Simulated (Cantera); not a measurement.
Standard-state values (1 bar) from the NASA 1993 polynomials, evaluated with Cantera. Values are per mole of reaction as written; species without (g) are pure solids or liquids, kept so even where they would boil at 1 bar. TiC: taken at fixed stoichiometry.

### Question
Between 2275 and 2575 K, where is each reaction favourable under standard conditions?
- 3 C2H4(g) + 2 Ti = 2 TiC + 4 CH3(g)
- 2 TiC + 6 H(g) = 2 Ti + C2H6(g)

### Answer
- 3 C2H4(g) + 2 Ti = 2 TiC + 4 CH3(g): ΔG° is -204 kJ at 2275 K and -231 kJ at 2575 K; it stays negative (K > 1). ΔH° is 1 kJ and ΔS° 90 J/K at 2575 K.
- 2 TiC + 6 H(g) = 2 Ti + C2H6(g): ΔG° is 148 kJ at 2275 K and 306 kJ at 2575 K; it stays positive (K < 1). ΔH° is -1051 kJ and ΔS° -527 J/K at 2575 K.
